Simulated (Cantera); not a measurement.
An isothermal, constant-pressure homogeneous reactor starts with 87.7 % NO, 12.3 % N2, at 2200 K and 690 Torr.

Model: GRI-Mech 3.0 (53 species, 325 reactions), integrated in Cantera.

x: mole fraction; the columns are a selection and need not sum to one.

| t (s) | x NO | x NO2 | x O2 | x O | x N2O | x N2 |
|---|---|---|---|---|---|---|
| 2.00e-5 | 0.877 | 1.66e-5 | 1.63e-6 | … | 5.73e-5 | 0.123 |
| 8.43e-5 | 0.877 | 0.000116 | 3.60e-5 | … | 0.000192 | 0.123 |
| 0.000356 | 0.874 | 0.000303 | 0.000821 | … | 0.000367 | 0.124 |
| 0.00150 | 0.864 | 0.000345 | 0.00563 | … | 0.000377 | 0.129 |
| 0.00632 | 0.823 | 0.000443 | 0.0262 | … | 0.000334 | 0.149 |
| 0.0267 | 0.657 | 0.000600 | 0.109 | … | 0.000200 | 0.232 |
| 0.112 | 0.250 | 0.000373 | 0.312 | … | 2.70e-5 | 0.436 |
| 0.474 | 0.0293 | 5.08e-5 | 0.423 | 0.00184 | 9.27e-7 | 0.546 |
| 2.00 | 0.0152 | 2.65e-5 | 0.430 | 0.00186 | 6.79e-7 | 0.553 |

Problem. Fill in the missing entries.

Solution. 
- 2.00e-5, x O: 4.90e-5
- 8.43e-5, x O: 0.000184
- 0.000356, x O: 0.000430
- 0.00150, x O: 0.000487
- 0.00632, x O: 0.000630
- 0.0267, x O: 0.00102
- 0.112, x O: 0.00160
